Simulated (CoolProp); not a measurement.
A simple Rankine cycle with trans-2-butene: condensing at 327.15 K, boiler at 2.68 MPa, turbine inlet 406.5 K, turbine efficiency 0.9, pump efficiency 0.7, no recuperator. Each further row changes one setting.

Model: reference Helmholtz-energy equation of state, Lemmon 2005, in CoolProp. It is a short technical equation, of lower accuracy than the large ones.

```tsv
case	thermal efficiency (%)	net work (kJ/kg)	heat in (kJ/kg)	turbine exit temperature (K)	volume ratio over the turbine
as stated	___	55.0	424	337.9	___
turbine inlet 426.5 K	13.2	___	___	364.2	5.58
condensing temperature 319.15 K	14.3	63.2	443	331.1	7.57
boiler pressure 1.88 MPa	___	50.6	___	___	3.71
turbine efficiency 0.8	11.4	48.3	424	___	6.23
```

Q: What belongs in the gaps?

A: 
- as stated, thermal efficiency (%): 13.0
- as stated, volume ratio over the turbine: 6.13
- turbine inlet 426.5 K, net work (kJ/kg): 63.8
- turbine inlet 426.5 K, heat in (kJ/kg): 483
- boiler pressure 1.88 MPa, thermal efficiency (%): 10.9
- boiler pressure 1.88 MPa, heat in (kJ/kg): 462
- boiler pressure 1.88 MPa, turbine exit temperature (K): 360.4
- turbine efficiency 0.8, turbine exit temperature (K): 341.4
